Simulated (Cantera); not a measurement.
Input (Python, Cantera):

```python
import numpy as np
import cantera as ct

gas = ct.Solution("gri30.yaml")
gas.TPX = 1798, 96000, {'C3H8': 1, 'O2': 10.2, 'N2': 110}
reactor = ct.IdealGasReactor(gas, energy="on", clone=False)
net = ct.ReactorNet([reactor])
net.rtol, net.atol = 1e-08, 1e-16
show = ['C3H8', 'O2', 'CO', 'NO2', 'OH', 'O', 'H2O2']
times = np.geomspace(9e-06, 0.2, 13)

steps = ct.SolutionArray(gas, extra=["t"])
rows = []
print(f"{'t/s':>10s}{'T/K':>9s}{'P/Pa':>11s}" + "".join(f"{s:>11s}" for s in show))
for t in times:
    while net.time < t:
        t_next = net.step()
        steps.append(gas.state, t=t_next)
    rows.append([np.interp(t, steps.t, y) for y in (steps.T, steps.P, *steps(*show).X.T)])
    print(f"{t:10.3e}{rows[-1][0]:9.1f}{rows[-1][1]:11.4g}" + "".join(f"{x:11.3e}" for x in rows[-1][2:]))
rate = np.gradient(steps.T, steps.t)
print("integrator steps:", len(steps.t))
if steps.T.max() > steps.T[0] + 200:
    print(f"time of steepest temperature rise: {steps.t[rate.argmax()]:.4e} s")
gas.TPX = 1798, 96000, {'C3H8': 1, 'O2': 10.2, 'N2': 110}
gas.equilibrate("UV")
print(f"equilibrium (UV): T = {gas.T:.1f} K  " + "  ".join(f"{s} {gas[s].X[0]:.3e}" for s in show))
```

It prints:

```
       t/s      T/K       P/Pa       C3H8         O2         CO        NO2         OH          O       H2O2
 9.000e-06   1785.2  9.623e+04  2.200e-03  7.988e-02  1.591e-03  5.857e-11  5.296e-04  1.563e-04  1.017e-06
 2.072e-05   2002.6  1.099e+05  7.610e-10  5.518e-02  1.958e-02  6.907e-10  4.279e-03  3.776e-03  1.340e-07
 4.772e-05   2050.0  1.125e+05  3.505e-37  4.469e-02  1.389e-02  3.084e-09  5.964e-03  1.009e-02  8.261e-08
 1.099e-04   2101.9   1.15e+05  6.291e-49  4.223e-02  8.734e-03  8.099e-09  6.277e-03  9.858e-03  7.218e-08
 2.530e-04   2178.0  1.186e+05  2.742e-50  4.212e-02  6.798e-03  2.409e-08  5.910e-03  7.011e-03  5.493e-08
 5.826e-04   2259.7  1.225e+05  3.099e-52  4.209e-02  4.471e-03  7.285e-08  4.925e-03  3.890e-03  3.963e-08
 1.342e-03   2317.4  1.252e+05  1.923e-54  4.195e-02  2.373e-03  1.825e-07  3.653e-03  1.837e-03  3.310e-08
 3.089e-03   2337.1  1.261e+05  1.454e-49  4.180e-02  1.546e-03  3.319e-07  3.005e-03  1.178e-03  3.411e-08
 7.114e-03   2337.2  1.261e+05  8.393e-54  4.155e-02  1.481e-03  6.027e-07  2.937e-03  1.123e-03  3.414e-08
 1.638e-02   2334.5   1.26e+05  8.520e-56  4.105e-02  1.467e-03  1.150e-06  2.902e-03  1.100e-03  3.372e-08
 3.772e-02   2329.9  1.257e+05  7.569e-56  4.017e-02  1.444e-03  2.089e-06  2.841e-03  1.061e-03  3.299e-08
 8.686e-02   2324.3  1.254e+05  6.551e-56  3.912e-02  1.417e-03  3.196e-06  2.770e-03  1.015e-03  3.212e-08
 2.000e-01   2321.2  1.252e+05  6.029e-56  3.853e-02  1.402e-03  3.815e-06  2.730e-03  9.898e-04  3.163e-08
integrator steps: 1562
time of steepest temperature rise: 1.7977e-05 s
equilibrium (UV): T = 2320.7 K  C3H8 1.192e-55  O2 3.844e-02  CO 1.400e-03  NO2 3.899e-06  OH 2.724e-03  O 9.864e-04  H2O2 3.156e-08
```

Cantera simulation using GRI-Mech 3.0 (53 species, 325 reactions); the numbers are that mechanism's predictions, not measurements. GRI-Mech 3.0 was tuned for natural gas; its chemistry of propane as a main component is partial and can be far from experiment.
